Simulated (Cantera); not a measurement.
An isothermal, constant-pressure homogeneous reactor starts with 35.7 % NH3, 64.3 % N2, at 1375 K and 0.0267 bar.

Computed with Cantera and the gas-phase N/H chemistry of the illustrative SiF4/NH3 mechanism in the Surface Chemkin manual (1991). Walls and surfaces, which speed up NH3 decomposition in real reactors, are not modelled.

x: mole fraction; the columns are a selection and need not sum to one.

| t (s) | x NH3 | x NH2 | x H | x N2 | x H2 |
|---|---|---|---|---|---|
| 0.000200 | 0.357 | … | 1.14e-10 | 0.643 | 8.14e-10 |
| 0.000537 | 0.357 | … | 1.14e-10 | 0.643 | 2.38e-9 |
| 0.00144 | 0.357 | … | 1.14e-10 | 0.643 | 6.56e-9 |
| 0.00386 | 0.357 | … | 1.14e-10 | 0.643 | 1.78e-8 |
| 0.0104 | 0.357 | … | 1.14e-10 | 0.643 | 4.80e-8 |
| 0.0278 | 0.357 | … | 1.15e-10 | 0.643 | 1.29e-7 |
| 0.0746 | 0.357 | … | 1.17e-10 | 0.643 | 3.50e-7 |
| 0.200 | 0.357 | … | 1.39e-10 | 0.643 | 1.01e-6 |
| 0.537 | 0.357 | … | 3.09e-10 | 0.643 | 4.18e-6 |
| 1.44 | 0.357 | … | 1.90e-9 | 0.643 | 3.87e-5 |
| 3.86 | 0.357 | 1.81e-5 | 1.08e-8 | 0.643 | 0.000324 |
| 10.4 | 0.356 | 1.81e-5 | 3.46e-8 | 0.643 | 0.00124 |
| 27.8 | 0.354 | 1.77e-5 | 9.57e-8 | 0.643 | 0.00367 |
| 74.6 | 0.348 | 1.70e-5 | 2.48e-7 | 0.642 | 0.00992 |
| 200 | 0.334 | 1.57e-5 | 6.06e-7 | 0.640 | 0.0252 |

Task: What belongs in the gaps?

Result: 
- 0.000200, x NH2: 1.74e-9
- 0.000537, x NH2: 4.86e-9
- 0.00144, x NH2: 1.32e-8
- 0.00386, x NH2: 3.57e-8
- 0.0104, x NH2: 9.60e-8
- 0.0278, x NH2: 2.58e-7
- 0.0746, x NH2: 6.91e-7
- 0.200, x NH2: 1.85e-6
- 0.537, x NH2: 4.96e-6
- 1.44, x NH2: 1.24e-5
